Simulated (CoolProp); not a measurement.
Vapour-liquid equilibrium of n-butane (1) + cyclohexane (2) at 84.65 °C; x and y are mole fractions of (1).

Values from CoolProp's multi-fluid Helmholtz-energy mixture model, Bücker 2006 and Zhou 2014; pair parameters Bell 2016.

Q: Give the bubble pressure and the first vapour's composition at x = 0.125, 0.5, 0.575. Is there an azeotrope?

A: x = 0.125: 208.2 kPa, y = 0.507; x = 0.5: 576.4 kPa, y = 0.887; x = 0.575: 654.7 kPa, y = 0.913. No azeotrope shows between x = 0.05 and 0.95.

The pair parameters rest on a limited set of measurements; away from them the model extrapolates.
